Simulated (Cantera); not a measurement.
A Cantera script and its output.

```python
import numpy as np
import cantera as ct

surf = ct.Interface("ptcombust.yaml", "Pt_surf")
gas = surf.adjacent["gas"]
gas.TPX = 300, 18000, {'CH4': 0.065, 'O2': 0.17, 'N2': 0.79}
jet = ct.ImpingingJet(gas=gas, width=0.039, surface=surf)
jet.inlet.mdot, jet.inlet.T, jet.inlet.X = 0.044, 300, {'CH4': 0.065, 'O2': 0.17, 'N2': 0.79}
jet.set_refine_criteria(ratio=10, slope=0.2, curve=0.3)
show, cover = ['CH4', 'O2', 'H2O', 'OH', 'CO', 'CO2'], ["PT(S)", "H(S)", "O(S)", "OH(S)", "CO(S)", "C(S)"]

rows = []
print(f"{'Ts/K':>7s}" + "".join(f"{s:>11s}" for s in show + cover) + "   (gas at the wall, coverages)")
for i, Ts in enumerate([850, 900, 950, 1000, 1050, 1100]):
    jet.surface.T = Ts
    if i == 0:
        surf.TP = Ts, 18000
        surf.coverages = "PT(S):0.5, O(S):0.5"
        surf.advance_coverages(1.0)
        jet.set_initial_guess(products="inlet")
    jet.solve(loglevel=0, auto=(i == 0))
    rows.append([*(jet.X[gas.species_index(s), -1] for s in show), *surf[cover].coverages])
    print(f"{Ts:7g}" + "".join(f"{x:11.3e}" for x in rows[-1]))
```

Result:

```
   Ts/K        CH4         O2        H2O         OH         CO        CO2      PT(S)       H(S)       O(S)      OH(S)      CO(S)       C(S)   (gas at the wall, coverages)
    850  5.050e-02  1.380e-01  2.445e-02  8.649e-09  1.214e-05  1.593e-02  1.085e-01  2.973e-08  8.898e-01  1.718e-03  2.430e-05  6.206e-08
    900  3.727e-02  1.097e-01  4.918e-02  3.477e-08  1.309e-05  3.221e-02  1.706e-01  1.186e-07  8.270e-01  2.350e-03  2.329e-05  8.283e-08
    950  2.476e-02  8.318e-02  7.237e-02  1.071e-07  1.235e-05  4.753e-02  2.451e-01  3.460e-07  7.522e-01  2.658e-03  1.819e-05  8.703e-08
   1000  1.637e-02  6.553e-02  8.768e-02  2.878e-07  1.130e-05  5.779e-02  3.236e-01  7.918e-07  6.737e-01  2.647e-03  1.277e-05  7.978e-08
   1050  1.141e-02  5.515e-02  9.663e-02  6.825e-07  1.066e-05  6.382e-02  4.006e-01  1.539e-06  5.969e-01  2.462e-03  8.769e-06  6.978e-08
   1100  8.429e-03  4.902e-02  1.019e-01  1.465e-06  1.050e-05  6.736e-02  4.736e-01  2.685e-06  5.242e-01  2.210e-03  6.136e-06  6.082e-08
```

Computed with Cantera and Deutschmann's 1995 Pt surface mechanism with GRI-Mech 3.0 gas chemistry. Catalytic surfaces can have several steady states; this one follows from the mechanism file's or the stated starting coverage.
